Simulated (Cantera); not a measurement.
## Premixed flame

A freely propagating, adiabatic, planar premixed flame of H2 : O2 : N2 = 1 : 0.893 : 3.36 (molar parts), equivalence ratio 0.56, unburnt at 300 K and 500000 Pa; mixture-averaged transport, grid criteria slope 0.08 and curve 0.16, no radiation.

Model: the H2/O2 subset of GRI-Mech 3.0, which has no nitrogen chemistry, integrated in Cantera. The hydrogen kinetics of GRI-Mech 3.0 are dated; newer H2 mechanisms differ, most at raised pressure. Burning velocities carry a grid error of a few per cent, more on coarse grids. Lean hydrogen flames are cellular in practice and burn faster than this planar one.

```
z (mm)   T (K)  u (m/s)      x H2    x O2    x H2O2       x H      x OH       x O
-------  -----  -------  --------  ------  --------  --------  --------  --------
-0.364     301    0.248     0.186   0.171   4.86e-8     <1e-8     <1e-8     <1e-8
-0.243     306    0.249     0.173   0.173   1.27e-6     <1e-8     <1e-8     <1e-8
-0.182     325    0.260     0.155   0.176   7.85e-6     <1e-8     <1e-8     <1e-8
-0.121     411    0.318     0.121   0.178   5.09e-5     <1e-8     <1e-8     <1e-8
-0.0607    755    0.568    0.0684   0.161  0.000222   5.51e-7   1.23e-6   1.66e-6
-0.0304   1081    0.808    0.0412   0.138  0.000216   9.48e-5  0.000125   8.09e-5
0         1401     1.05    0.0183   0.111   1.98e-5  0.000629   0.00109  0.000685
0.0304    1580     1.18   0.00652  0.0945   3.60e-6  0.000683   0.00242   0.00106
0.0607    1657     1.24   0.00254  0.0890   2.22e-6  0.000361   0.00268  0.000810
0.121     1705     1.28  0.000640  0.0869   1.09e-6   7.31e-5   0.00191  0.000309
0.243     1721     1.29  0.000119  0.0867   4.08e-7   7.37e-6  0.000972   7.06e-5
0.486     1725     1.29   2.21e-5  0.0868   1.53e-7   8.27e-7  0.000498   1.77e-5
0.971     1725     1.29   9.42e-6  0.0868   9.52e-8   2.89e-7  0.000354   8.85e-6
```
x: mole fraction of selected species; z is measured from the peak of heat release.

| Property | Result |
|---|---|
| laminar burning velocity | 24.9 cm/s |
| thermal thickness | 0.121 mm |
| peak x(H2O2) | 0.000254 |
| peak x(H) | 0.000759 |
| peak x(OH) | 0.00270 |
| peak x(O) | 0.00106 |
